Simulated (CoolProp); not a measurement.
Model: reference Helmholtz-energy equation of state, de Vries 1995, in CoolProp.

Question: Give the vapour pressure (kPa), liquid density (kg/m³), surface tension (mN/m) of saturated R124 at 36.65 °C.

Answer: 
| T (°C) | p (kPa) | liquid density (kg/m³) | surface tension (mN/m) |
|---|---|---|---|
| 36.65 | 540 | 1310 | 8.29 |

Surface tension comes from a separate correlation (Mulero 2012).
